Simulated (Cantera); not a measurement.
Cantera run:

```python
import numpy as np
import cantera as ct

gas_names = """
    N NO NO2 NO3 N2 N2O O O2 O3 Zr ZrN ZrO ZrO2
""".split()
cond_names = """
    Zr(a) Zr(b) Zr(L) ZrN(s) ZrN(L) ZrO2(a) ZrO2(b) ZrO2(L)
""".split()


# ... load() reads the species with a 1 bar reference pressure and builds the phases ...
atoms = {
    'Zr': {'Zr': 1},
    'N2O': {'N': 2, 'O': 1},
}
top_T = {}  # K; cautious upper limits of use, not melting points


# ... equilibrate(T, P, feed) seeds the gas with the atoms and calls Mixture.equilibrate('TP', solver="vcs", rtol=1e-11, max_steps=5000) ...
results = []
feed = {'Zr': 1, 'N2O': 6.2}  # mol
T = 848.15  # K
P = 120000  # Pa
mix = equilibrate(T, P, feed)
results.append((T, P, feed, dict(zip(mix.species_names, mix.species_moles))))
x = sorted(zip(gas.X, gas.species_names), reverse=True)
print(f"T = {T:g} K  P = {P:g} Pa  gas = {mix.phase_moles(0):.4g} mol")
print("   x: " + "  ".join(f"{s} {v:.3e}" for v, s in x if v > 0.0001))
print("   condensed (mol): " + ("  ".join(f"{mix.phase(i).name} {mix.phase_moles(i):.4g}"
      for i in range(1, mix.n_phases) if mix.phase_moles(i) > 1e-12) or "none"))
```

It prints:

```
T = 848.15 K  P = 120000 Pa  gas = 8.3 mol
   x: N2 7.470e-01  O2 2.530e-01
   condensed (mol): ZrO2(a) 1
```

Method: chemical equilibrium by Gibbs-energy minimisation in Cantera with the NASA 1993 tables (ideal gas, pure condensed phases).
